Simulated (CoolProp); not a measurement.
Dry air along the isotherm 113.7 K: fugacity coefficient from the reference equation and from simpler models built on Tc = 132.5 K, pc = 3786 kPa, ω = 0.034; each cubic takes its own stable root.

The numbers come from the reference Helmholtz-energy equation of state, Lemmon 2000 in CoolProp. It is a pseudo-pure fit of the blend.

```
p (kPa)   phase  reference  van der Waals  Soave-Redlich-Kwong  Peng-Robinson
-------  ------  ---------  -------------  -------------------  -------------
2370     liquid     0.5166         0.6648               0.5228         0.5092
3550     liquid     0.3634         0.4777               0.3682         0.3564
4730     liquid     0.2871         0.3850               0.2911         0.2802
5920     liquid     0.2414         0.3300               0.2449         0.2343
7100     liquid     0.2117         0.2945               0.2148         0.2043
8280     liquid     0.1908         0.2701               0.1935         0.1831
9460     liquid     0.1754         0.2525               0.1779         0.1674
10600    liquid     0.1641         0.2400               0.1664         0.1558
11800    liquid     0.1548         0.2302               0.1569         0.1461
13000    liquid     0.1476         0.2230               0.1495         0.1385
14200    liquid     0.1418         0.2177               0.1435         0.1323
15400    liquid     0.1372         0.2139               0.1387         0.1272
16600    liquid     0.1336         0.2114               0.1349         0.1231
17700    liquid     0.1309         0.2100               0.1320         0.1199
18900    liquid     0.1285         0.2093               0.1295         0.1170
```
